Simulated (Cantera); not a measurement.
Input: 1 mol Si, 4.5 mol Cl2, 51 mol N2, at 800 K and 0.100 bar.

Equilibrium computed with Cantera from the NASA thermochemical tables; the gas is ideal and each condensed phase is pure. Candidate condensed phases: Si, Si3N4; 13 gas species. Kinetics and transport are ignored.

**Question.** What is the equilibrium state?

**Answer.** 
```json
{
 "x(N2)": "0.936",
 "x(Cl2)": "0.0459",
 "x(SiCl4)": "0.0183",
 "x(Cl)": "6.33e-6",
 "gas_amount": "54.50 mol",
 "log10 activity of Si(s) (absent)": "-34.41"
}
```
